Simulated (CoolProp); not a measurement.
Properties of R115 at several states.

Model: reference Helmholtz-energy equation of state, Lemmon 2016, in CoolProp.

```tsv
T (K)	p (kPa)	phase	Z	cv (kJ/(kg K))	Joule-Thomson coefficient (K/MPa)	isothermal compressibility (1/MPa)	fugacity coefficient
463.9	355	gas	0.9856	0.8430	4.327	2.858	0.9858
394.4	391	gas	0.9713	0.7795	6.522	2.635	0.9720
396.5	10300	supercritical	0.5248	0.8275	1.283	0.03946	0.4572
270.9	4840	liquid	0.2311	0.6772	-0.2124	0.004003	0.09431
235.8	11100	liquid	0.5538	0.6310	-0.3757	0.001980	0.01654
```
